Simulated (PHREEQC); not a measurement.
1 kg of water holding 0.052 mol MgCl2 and 0.17 mol NaHCO3 meets 20 L of dry gas (H2 0.34, N2 0.66 by moles) at fixed total pressure, at 10 °C; fugacities by Peng-Robinson. The gases take part in no redox reaction, some water evaporates into the gas, and hydrates or a liquid gas phase aren't modelled. Nothing may precipitate in this run.

Equilibrium calculation in PHREEQC: ion-association model, phreeqc.dat.

```csv
P (atm),dissolved H2 (mol/kgw),φ of H2,p of H2 (atm)
2,0.000558,1.001,0.676
5,0.00140,1.002,1.70
10,0.00279,1.004,3.40
20,0.00553,?,6.80
30,0.00823,?,10.2
40,0.0109,1.017,13.6
50,0.0135,?,17.0
75,0.0199,1.033,25.5
100,0.0260,?,34.0
150,0.0375,?,51.0
200,0.0482,?,68.0
300,0.0672,1.150,102
```

Question: What belongs in the gaps?

Answer: 
- 20, φ of H2: 1.008
- 30, φ of H2: 1.013
- 50, φ of H2: 1.022
- 100, φ of H2: 1.045
- 150, φ of H2: 1.069
- 200, φ of H2: 1.095

Complexes and solids missing from the database can't appear. At this temperature some constants are extrapolated from 25 °C, and those without enthalpy data are left unchanged.
